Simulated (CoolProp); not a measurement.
The fluid at 210.29 K and 0.12 MPa expands adiabatically to 0.0337 MPa with isentropic efficiency 0.85. The same conditions are run with several fluids, on thermodynamics alone (safety and materials aside).

Computed with CoolProp (reference Helmholtz-energy equation of state of each fluid (C2F6 (R116): Lemmon 2006; fluorine: de Reuck 1990; CH3F (R41): Lemmon 2006; hydrogen chloride: Thol 2018; dry air: Lemmon 2000)). Blends and air are pseudo-pure fits.

```csv
fluid,work (kJ/kg),final temperature (K),final phase,final density (kg/m³)
C2F6 (R116),…,187.5,gas,3.03
fluorine,41.7,156.4,gas,…
CH3F (R41),…,…,"two-phase, vapour fraction 0.966",0.825
hydrogen chloride,…,170.8,"two-phase, vapour fraction 0.969",…
dry air,…,155.7,gas,…
```

Q: What belongs in the gaps?

A: 
- C2F6 (R116), work (kJ/kg): 12.4
- fluorine, final density (kg/m³): 0.986
- CH3F (R41), work (kJ/kg): 47.5
- CH3F (R41), final temperature (K): 176.9
- hydrogen chloride, work (kJ/kg): 43.8
- hydrogen chloride, final density (kg/m³): 0.906
- dry air, work (kJ/kg): 54.5
- dry air, final density (kg/m³): 0.756
